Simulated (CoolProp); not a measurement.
Computed with CoolProp (reference Helmholtz-energy equation of state, Span 2003). It is a short technical equation, of lower accuracy than the large ones.

Task: Give the vapour pressure (kPa), liquid cp (kJ/(kg K)), liquid viscosity (µPa s), liquid conductivity (mW/(m K)) of saturated n-heptane at 405.1, 468.1 K.

Result: 
| T (K) | p (kPa) | liquid cp (kJ/(kg K)) | liquid viscosity (µPa s) | liquid conductivity (mW/(m K)) |
|---|---|---|---|---|
| 405.1 | 247 | 2.73 | 152 | 92.6 |
| 468.1 | 898 | 3.14 | 92.5 | 77.7 |

Viscosity comes from a separate model (Michailidou 2014). Thermal conductivity comes from a separate model (Assael 2013).
